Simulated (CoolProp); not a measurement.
A simple Rankine cycle with cyclopentane: condensing at 309.15 K, boiler at 0.252 MPa, turbine inlet 393.1 K, turbine efficiency 0.8, pump efficiency 0.6, no recuperator. Each further row changes one setting.

The numbers come from the reference Helmholtz-energy equation of state, Gedanitz 2015 in CoolProp.

| case | thermal efficiency (%) | net work (kJ/kg) | heat in (kJ/kg) | turbine exit temperature (K) | volume ratio over the turbine |
|---|---|---|---|---|---|
| as stated | 9.0 | 46.5 | 516 | ___ | 3.72 |
| turbine inlet 413.1 K | ___ | 49.3 | 551 | 380.8 | 3.72 |
| condensing temperature 301.15 K | 10.6 | 56.2 | 531 | 353.4 | 4.93 |
| boiler pressure 0.176 MPa | 6.8 | 35.1 | 519 | ___ | ___ |
| turbine efficiency 0.7 | 7.9 | 40.6 | 516 | 364.1 | 3.76 |

Q: Some entries are withheld; supply them.

A: 
- as stated, turbine exit temperature (K): 360.3
- turbine inlet 413.1 K, thermal efficiency (%): 8.9
- boiler pressure 0.176 MPa, turbine exit temperature (K): 369.2
- boiler pressure 0.176 MPa, volume ratio over the turbine: 2.63
